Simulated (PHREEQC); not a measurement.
**City or well water: speciation**

Synthetic water in mg/kgw, 25 °C, pH 6.84, pe 2.2: Na 22.2; K 0.53; Ca 6.18; Mg 2.65; Cl 21.7; S(6) as SO4 9.6; Alkalinity as HCO3 44.1; N(-3) as NH4 0.428; Fe(2) 0.351.

Valence states are taken as typed.

Model: ion-association model, phreeqc.dat, run in PHREEQC.

This is a speciation only: nothing precipitates in the calculation.

Problem. What specific conductance, charge-balance error does the model give?

Solution. specific conductance 167 µS/cm; charge-balance error 0.2 %.

Problem. In which forms is C present?

Solution. HCO3- 76 %, CO2 24 % of the C.
